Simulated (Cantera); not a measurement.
Mixture: H2 : O2 : N2 = 1 : 0.98 : 4.8 (molar parts), at 101000 Pa, adiabatic and at constant pressure. Ignition delay is the time to a rise of 400 K.

Detailed kinetics in Cantera: the H2/O2 subset of GRI-Mech 3.0, which has no nitrogen chemistry. Where the delays flatten at high temperature, the 400 K rule measures the pace of heat release, not the induction time.

What does this change do: pressure from 101000 Pa to 2700000 Pa?


```
quantity          before     after
---------------  -------  --------
delay at 1200 K  64.0 µs  0.177 ms
delay at 1300 K  45.0 µs   27.6 µs
delay at 1400 K  37.2 µs   3.10 µs
delay at 1500 K  34.6 µs   1.05 µs
```
The hydrogen kinetics of GRI-Mech 3.0 are dated; newer H2 mechanisms differ, most at raised pressure. The pressure lies above the range GRI-Mech 3.0 was tuned for (to about 10 atm).
